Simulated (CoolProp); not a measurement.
Values from CoolProp's reference Helmholtz-energy equation of state, Thol 2017.

Q: For decamethyltetrasiloxane (MD2M), give the phase and the density (kg/m³), expansivity (1/kK) at 527.7 K and 0.807 MPa; 538 K and 0.807 MPa; 548.3 K and 0.807 MPa.

A: 
- 527.7 K and 0.807 MPa: liquid; density 587, expansivity 2.80
- 538 K and 0.807 MPa: liquid; density 569, expansivity 3.13
- 548.3 K and 0.807 MPa: liquid; density 550, expansivity 3.61
